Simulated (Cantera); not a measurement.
An isothermal, constant-pressure homogeneous reactor starts with H2 : O2 = 0.038 : 1 (molar parts), at 1423 K and 0.00266 atm.

Model: the H2/O2 subset of GRI-Mech 3.0, which has no nitrogen chemistry, integrated in Cantera. Radical loss at walls, strong at low pressure, is not modelled. The temperature is held fixed by assumption; the heat of reaction is taken as removed at once.

### Question
Predict: x(H2) at 1.00 s; x(O2) at 1.00 s; x(OH) at 1.00 s; x(O) at 1.00 s; x(HO2) at 1.00 s; x(H) at 1.00 s.

### Answer
| Item | Result |
|---|---|
| x(H2) at 1.00 s | 0.000354 (gas-phase equilibrium 4.70e-7) |
| x(O2) at 1.00 s | 0.939 (gas-phase equilibrium 0.963) |
| x(OH) at 1.00 s | 0.00411 (gas-phase equilibrium 0.000152) |
| x(O) at 1.00 s | 0.0210 (gas-phase equilibrium 2.56e-5) |
| x(HO2) at 1.00 s | 2.41e-7 (gas-phase equilibrium 4.74e-8) |
| x(H) at 1.00 s | 0.00201 (gas-phase equilibrium 8.82e-8) |
